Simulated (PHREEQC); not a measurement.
Make-up at 69 °C: 20 mmol/kgw K2CO3, 2.6 mmol/kgw K2SO4 and 0.82 mmol/kgw H3BO3. Closed to the air; pH follows from the charge balance.

Computed with PHREEQC (ion-association model, phreeqc.dat).

Task: The ionic strength comes out as 0.0618 mol/kgw. What activity coefficients do OH-, K+, SO4-2, CO3-2, KSO4- get?

Result: OH- 0.78, K+ 0.78, SO4-2 0.40, CO3-2 0.41, KSO4- 0.80.

Precipitation was switched off in this run. At this temperature some constants are extrapolated from 25 °C, and those without enthalpy data are left unchanged.
